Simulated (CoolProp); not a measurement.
Vapour-liquid equilibrium of ethylbenzene (1) + p-xylene (2) at 128 kPa; x and y are mole fractions of (1).

Model: multi-fluid Helmholtz-energy mixture model, Zhou 2012 and Zhou 2012; pair parameters Bell 2016, in CoolProp.

Problem. Give the bubble temperature and the first vapour's composition at x = 0.2, 0.35, 0.8. Is there an azeotrope?

Solution. x = 0.2: 419.8 K, y = 0.210; x = 0.35: 419.5 K, y = 0.362; x = 0.8: 418.6 K, y = 0.807. No azeotrope shows between x = 0.05 and 0.95.

The pair parameters rest on a limited set of measurements; away from them the model extrapolates.
